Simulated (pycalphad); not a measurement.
All values are pycalphad results on the COST 507 light-alloy database (1999) (1 atm), not direct measurements. The data set is of 1999 and partly superseded. Diffusion is slow at the low end, where real alloys seldom reach equilibrium.

### Question
How does the equilibrium phase assembly of Al-0.32Si-1.16C (at.%) change on cooling from 1850 K to 500 K?

### Answer
```tsv
T (K)	phases above	phases below
931.4	AL4C3 + liquid	AL4C3 + fcc + liquid
927.8	AL4C3 + fcc + liquid	AL8SIC7 + fcc + liquid
924.0	AL8SIC7 + fcc + liquid	AL8SIC7 + fcc
638.1	AL8SIC7 + fcc	AL8SIC7 + diamond (Si) + fcc
```
Changes were sought between steps of 75 K, so a narrower field can be missed. At the top of the range, 1850 K, the alloy is not yet fully liquid: it holds liquid + AL4C3.

Database names, with the compositions (at.%) that they take in these runs: AL4C3: Al 57 C 43; AL8SIC7: Al 50 C 44 Si 6.
